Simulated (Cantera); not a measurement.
Mixture: 36.6 % H2, 10.8 % O2, 52.7 % N2, equivalence ratio 1.7, at 34000 Pa, adiabatic and at constant pressure. Ignition delay is the time to a rise of 400 K.

Computed with Cantera and GRI-Mech 3.0 (53 species, 325 reactions). Where the delays flatten at high temperature, the 400 K rule measures the pace of heat release, not the induction time.

Q: Predict: delay at 975 K; delay at 1125 K; delay at 1275 K; delay at 1425 K.

A: 
| Quantity | Result |
|---|---|
| delay at 975 K | 0.821 ms |
| delay at 1125 K | 0.264 ms |
| delay at 1275 K | 0.148 ms |
| delay at 1425 K | 0.118 ms |
